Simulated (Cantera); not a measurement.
**Stirred combustor or abatement burner**

A perfectly stirred reactor is fed with 4.92 % CH4, 0.236 % CO, 17.8 % O2, 66.9 % N2, 9.84 % CO2, 0.354 % H2, at 5.00 bar; it is adiabatic with a 798 K inlet, and is followed from long to short residence time, starting on the burning branch (τ in s: 0.027, 0.011, 0.0046, 0.0019, 0.00078, 0.00032, 0.00013, 5.5e-05, 2.3e-05).

Model: GRI-Mech 3.0 (53 species, 325 reactions), integrated in Cantera.

```json
[
 {"τ (s)": "0.027", "T (K)": "1851", "x CH4": "1.11e-5", "x CO": "0.000397", "x O2": "0.0765", "x C2H6": "5.80e-10", "x CH2O": "1.33e-6", "x H": "3.94e-6"},
 {"τ (s)": "0.011", "T (K)": "1848", "x CH4": "2.12e-5", "x CO": "0.000704", "x O2": "0.0766", "x C2H6": "1.75e-9", "x CH2O": "2.62e-6", "x H": "8.02e-6"},
 {"τ (s)": "0.0046", "T (K)": "1842", "x CH4": "3.87e-5", "x CO": "0.00124", "x O2": "0.0768", "x C2H6": "4.55e-9", "x CH2O": "4.94e-6", "x H": "1.70e-5"},
 {"τ (s)": "0.0019", "T (K)": "1832", "x CH4": "7.10e-5", "x CO": "0.00223", "x O2": "0.0773", "x C2H6": "1.13e-8", "x CH2O": "9.32e-6", "x H": "3.73e-5"},
 {"τ (s)": "0.00078", "T (K)": "1815", "x CH4": "0.000133", "x CO": "0.00398", "x O2": "0.0781", "x C2H6": "2.86e-8", "x CH2O": "1.78e-5", "x H": "8.08e-5"},
 {"τ (s)": "0.00032", "T (K)": "1785", "x CH4": "0.000265", "x CO": "0.00708", "x O2": "0.0799", "x C2H6": "8.16e-8", "x CH2O": "3.51e-5", "x H": "0.000166"},
 {"τ (s)": "0.00013", "T (K)": "1729", "x CH4": "0.000632", "x CO": "0.0129", "x O2": "0.0836", "x C2H6": "3.79e-7", "x CH2O": "7.88e-5", "x H": "0.000299"},
 {"τ (s)": "5.5e-5", "T (K)": "798", "x CH4": "0.0492", "x CO": "0.00236", "x O2": "0.178", "x C2H6": "<1e-12", "x CH2O": "<1e-12", "x H": "<1e-12"},
 {"τ (s)": "2.3e-5", "T (K)": "798", "x CH4": "0.0492", "x CO": "0.00236", "x O2": "0.178", "x C2H6": "<1e-12", "x CH2O": "<1e-12", "x H": "<1e-12"}
]
```
x: mole fraction; the columns are a selection and need not sum to one.
